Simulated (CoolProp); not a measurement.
Vapour-liquid equilibrium of n-octane (1) + ethylbenzene (2) at 161 kPa; x and y are mole fractions of (1).

The numbers come from the multi-fluid Helmholtz-energy mixture model, Beckmüller 2019 and Zhou 2012; pair parameters Bell 2016 in CoolProp.

```
x     bubble temperature (K)  y at the bubble point  dew temperature at overall composition x (K)  liquid density (mol/L)
----  ----------------------  ---------------------  --------------------------------------------  ----------------------
0.05                   426.3                  0.075                                         426.7                   6.877
0.2                    423.3                  0.266                                         424.3                   6.556
0.35                   421.1                  0.424                                         422.1                   6.258
0.5                    419.4                  0.563                                         420.1                   5.982
0.65                   418.1                  0.693                                         418.5                   5.726
0.8                    417.1                  0.821                                         417.3                   5.489
0.95                   416.5                  0.954                                         416.5                   5.270
```

No azeotrope shows between x = 0.05 and 0.95.

The pair parameters rest on a limited set of measurements; away from them the model extrapolates.
